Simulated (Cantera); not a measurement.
**Thermodynamics of tantalum, niobium, vanadium and zirconium in process gases, feed Zr + N2O + N2 + H2O**

Input: 1 mol Zr, 5.4 mol N2O, 2.9 mol N2, 1.4 mol H2O, held at 6.60e-5 bar.

Method: chemical equilibrium by Gibbs-energy minimisation in Cantera with the NASA 1993 tables (ideal gas, pure condensed phases). Candidate condensed phases: H2O, Zr, ZrN, ZrO2; 28 gas species. Rates play no part.

```csv
T (K),log p N2,log p O2,log p H2O,log p O,log p H,log p OH,log p H2,log p NO,n ZrO2(tetragonal)
1875,-4.33,-5.03,-5.14,-6.14,-6.48,-6.13,-6.60,-6.56,1.00
1925,-4.33,-5.04,-5.17,-5.96,-6.24,-6.03,-6.44,-6.51,1.000
1975,-4.33,-5.06,-5.20,-5.79,-6.01,-5.94,-6.30,-6.45,1.000
2025,-4.34,-5.08,-5.25,-5.63,-5.80,-5.86,-6.17,-6.40,1.000
2075,-4.35,-5.10,-5.32,-5.48,-5.61,-5.80,-6.08,-6.36,1.000
2125,-4.36,-5.13,-5.42,-5.35,-5.45,-5.76,-6.01,-6.33,1.000
2175,-4.37,-5.17,-5.56,-5.22,-5.30,-5.75,-5.99,-6.31,1.000
```
log p: log10 of the partial pressure in bar; n: condensed amount in mol.

From 1875 K to 2175 K the condensed part is ZrO2(tetragonal). The main Zr-bearing gas is ZrO2 throughout.
